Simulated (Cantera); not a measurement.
Charge: 1 mol HMDSO, 9.3 mol NO, 34 mol N2, equilibrated at 0.000420 bar.

Method: chemical equilibrium by Gibbs-energy minimisation in Cantera with the NASA 1993 tables (ideal gas, pure condensed phases). Candidate condensed phases: C, C6H6, C7H8, C8H18, H2O, Si, SiC, SiO2, Si2N2O, Si3N4; 151 gas species. The feed counts by its element totals alone. The tables hold silica as quartz up to 1696 K and as liquid above; real silica turns to tridymite and cristobalite and melts near 1996 K. The numbers say what is thermodynamically allowed, not how fast it happens.

### Question
Which condensed phases are stable at each of these points (T (°C)): 425, 525, 625, 725, 825, 925, 1025, 1125, 1225, 1325?

### Answer
```csv
T (°C),condensed phases,Si condensed (%)
425,C(graphite) + SiO2(α-quartz),100.0
525,SiO2(α-quartz),100.0
625,SiO2(β-quartz),100.0
725,SiO2(β-quartz),100.0
825,SiO2(β-quartz),100.0
925,SiO2(β-quartz),100.0
1025,SiO2(β-quartz),100.0
1125,SiO2(β-quartz),100.0
1225,SiO2(β-quartz),99.6
1325,SiO2(β-quartz),95.7
```

At 425 °C the condensed part is C(graphite) + SiO2(α-quartz). At 525 °C the condensed part is SiO2(α-quartz). From 625 °C to 1325 °C the condensed part is SiO2(β-quartz).
